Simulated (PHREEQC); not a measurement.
LiOH is added in steps, without added water, to 1 kg of water holding 23 mmol/kgw NiSO4, 0.45 mmol/kgw H3BO3 and 0.35 mmol/kgw H2SO4, at 25 °C. Oxygen alone is held at its pressure in air (log pO2 = -0.68). CO2 from the air is kept out. Only these solids could form: Ni(OH)2, Ni4(OH)6SO4, Morenosite.

Base run: PHREEQC, ion-association model, wateq4f.dat. Each further column changes one thing. The table gives H3BO3 (mol/kgw).

| LiOH added (mol) | base | H3BO3 from 0.00045 to 0.000405 mol/kgw | no solid may form |
|---|---|---|---|
| 0 | 0.000450 | 0.000405 | 0.000450 |
| 0.008333 | 0.000449 | 0.000404 | ___ |
| 0.01667 | 0.000449 | 0.000404 | ___ |
| 0.025 | 0.000448 | 0.000404 | ___ |
| 0.03333 | 0.000448 | 0.000403 | ___ |
| 0.04167 | 0.000447 | 0.000402 | ___ |
| 0.05 | 2.64e-6 | 2.34e-6 | ___ |

Question: Fill in the missing entries.

Answer: 
- 0.008333, no solid may form: 0.000167
- 0.01667, no solid may form: 0.000112
- 0.025, no solid may form: 8.10e-5
- 0.03333, no solid may form: 5.84e-5
- 0.04167, no solid may form: 3.90e-5
- 0.05, no solid may form: 2.10e-5

The database's Ni(OH)2 is the aged solid; a fresh precipitate is more soluble. In at least one series the solution becomes supersaturated in solids that the run did not let form, among them Ni(OH)2, Ni4(OH)6SO4.
